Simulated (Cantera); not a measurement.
A closed system holds: 1 mol B2O3, 0.66 mol N2, held at 1950 K.

These are equilibrium values from Cantera (NASA tables, ideal gas, pure condensed phases), not measurements of a reactor. Candidate condensed phases: B, BN, B2O3; 17 gas species. The numbers say what is thermodynamically allowed, not how fast it happens.

Task: Which condensed phases are stable at each of these points (P (Pa)): 10, 32, 100, 320, 1000, 3200, 10000, 32000, 100000?

Result: 
```
P (Pa)  condensed phases  B condensed (%)
------  ----------------  ---------------
10              gas only              0.0
32              gas only              0.0
100             gas only              0.0
320             gas only              0.0
1000            gas only              0.0
3200            gas only              0.0
10000            B2O3(l)             79.9
32000            B2O3(l)             94.8
100000           B2O3(l)             98.4
```

From 10.0 Pa to 32.0 mbar nothing is condensed. From 0.100 bar to 1.00 bar the condensed part is B2O3(l).
